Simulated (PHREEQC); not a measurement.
Consider water at 25 °C with 0.31 mol/kgw TMAH, 0.00082 mol/kgw H3BO3 and 0.32 mol/kgw (CH3)4NCl. Closed to the air; pH follows from the charge balance.

All values are PHREEQC results (ion-association model, wateq4f.dat), not measurements.

```json
[
 {"quantity": "pH", "before": "13.29", "after": "12.31"},
 {"quantity": "H3BO3 (mol/kgw)", "before": "3.62e-8", "after": "1.88e-7"}
]
```

### Question
Which change was made?
A. (CH3)4NCl from 0.32 to 0.16 mol/kgw
B. (CH3)4NCl from 0.32 to 0.352 mol/kgw
C. temperature from 25 to 90 °C
D. temperature from 25 to 80 °C
E. temperature from 25 to 60 °C

### Answer
E, temperature from 25 to 60 °C

Precipitation was switched off in this run. (CH3)4N+ isn't in the database: it is added as a free cation with an ion size of 4 Å. Away from 25 °C the constants follow the database's enthalpies or fits; those with neither stay at their 25 °C values.
